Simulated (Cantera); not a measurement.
A perfectly stirred reactor is fed with CO : H2 : O2 : N2 = 1 : 0.079 : 0.49 : 1.84 (molar parts), equivalence ratio 1.1, at 0.661 atm; it is adiabatic with a 648 K inlet, and is followed from long to short residence time, starting on the burning branch (τ in s: 0.12, 0.038, 0.012, 0.0041, 0.0013, 0.00043, 0.00014, 4.6e-05, 1.5e-05, 4.8e-06).

Cantera simulation using GRI-Mech 3.0 (53 species, 325 reactions); the numbers are that mechanism's predictions, not measurements.

**Question.** What does this change do: 0.1 parts CO2 added?

**Answer.** 
```tsv
quantity	before	after
blow-out, bracketed by the residence times tried	burning at 0.140 ms, out at 46.0 µs	burning at 0.140 ms, out at 46.0 µs
x(CO) at τ = 0.120 s	0.0846	0.0794
x(H2) at τ = 0.120 s	0.00124	0.00106
x(O2) at τ = 0.120 s	0.0215	0.0201
x(H) at τ = 0.120 s	0.00123	0.000974
x(OH) at τ = 0.120 s	0.00442	0.00382
x(CO) at τ = 0.430 ms	0.154	0.152
x(H2) at τ = 0.430 ms	0.00252	0.00238
x(O2) at τ = 0.430 ms	0.0537	0.0544
x(H) at τ = 0.430 ms	0.0177	0.0160
x(OH) at τ = 0.430 ms	0.00400	0.00361
```
